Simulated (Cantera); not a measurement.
Pyrogenic steam for wet oxidation

A perfectly stirred reactor is fed with H2 : O2 : N2 = 1.4 : 1 : 7.5 (molar parts), at 13300 Pa; it is held at 1000 K, and followed from long to short residence time.

Model: the H2/O2 subset of GRI-Mech 3.0, which has no nitrogen chemistry, integrated in Cantera. Radical loss at walls, strong at low pressure, is not modelled. The temperature is held fixed by assumption; the heat of reaction is taken as removed at once.

| τ (s) | x H2 | x O2 | x H2O | x H | x OH |
|---|---|---|---|---|---|
| 9.2 | 0.000221 | 0.0327 | 0.152 | 7.38e-6 | 4.69e-5 |
| 3.4 | 0.000418 | 0.0328 | 0.152 | 1.99e-5 | 6.69e-5 |
| 1.2 | 0.000798 | 0.0329 | 0.151 | 5.60e-5 | 9.83e-5 |
| 0.45 | 0.00144 | 0.0332 | 0.150 | 0.000147 | 0.000143 |
| 0.16 | 0.00263 | 0.0338 | 0.149 | 0.000402 | 0.000213 |
| 0.060 | 0.00460 | 0.0348 | 0.146 | 0.00102 | 0.000313 |
| 0.022 | 0.00803 | 0.0366 | 0.142 | 0.00253 | 0.000459 |
| 0.0081 | 0.0138 | 0.0398 | 0.133 | 0.00583 | 0.000658 |
| 0.0030 | 0.0232 | 0.0453 | 0.119 | 0.0119 | 0.000902 |
| 0.0011 | 0.0385 | 0.0542 | 0.0972 | 0.0206 | 0.00115 |
| 0.00040 | 0.0640 | 0.0675 | 0.0661 | 0.0265 | 0.00125 |
x: mole fraction; the columns are a selection and need not sum to one.
